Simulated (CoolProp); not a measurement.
The fluid at 298.15 K and 9.68 MPa is throttled through a valve to 2.9 MPa with no heat exchange. The same conditions are run with several fluids, on thermodynamics alone (safety and materials aside).

The numbers come from the reference Helmholtz-energy equation of state of each fluid (R410A: Lemmon 2003; sulfur hexafluoride: Guder 2009; nitrous oxide: Lemmon 2006; cyclopentane: Gedanitz 2015; R245fa: Akasaka 2015) in CoolProp. Blends and air are pseudo-pure fits.

Rank R410A, sulfur hexafluoride, nitrous oxide, cyclopentane, R245fa by temperature change (K), highest first.

cyclopentane (+3.1), R245fa (+1.7), R410A (-0.8), sulfur hexafluoride (-2.6), nitrous oxide (-27.8)

```
fluid                                     final phase  final density (kg/m³)
-------------------  --------------------------------  ---------------------
R410A                                          liquid                   1070
sulfur hexafluoride                            liquid                   1390
nitrous oxide        two-phase, vapour fraction 0.241                    256
cyclopentane                                   liquid                    740
R245fa                                         liquid                   1340
```
